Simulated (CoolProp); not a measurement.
Values from CoolProp's reference Helmholtz-energy equation of state, Aleksandrov 2011. It is a short technical equation, of lower accuracy than the large ones.

Q: For n-undecane, give the phase and the Z, cp (kJ/(kg K)), cv (kJ/(kg K)), speed of sound (m/s) at 457.9 K and 0.0411 MPa; 457.9 K and 0.28 MPa; 457.9 K and 0.452 MPa.

A: 
- 457.9 K and 0.0411 MPa: gas; Z 0.970, cp 2.37, cv 2.30, speed of sound 153
- 457.9 K and 0.28 MPa: liquid; Z 0.0189, cp 2.83, cv 2.42, speed of sound 706
- 457.9 K and 0.452 MPa: liquid; Z 0.0304, cp 2.83, cv 2.42, speed of sound 709
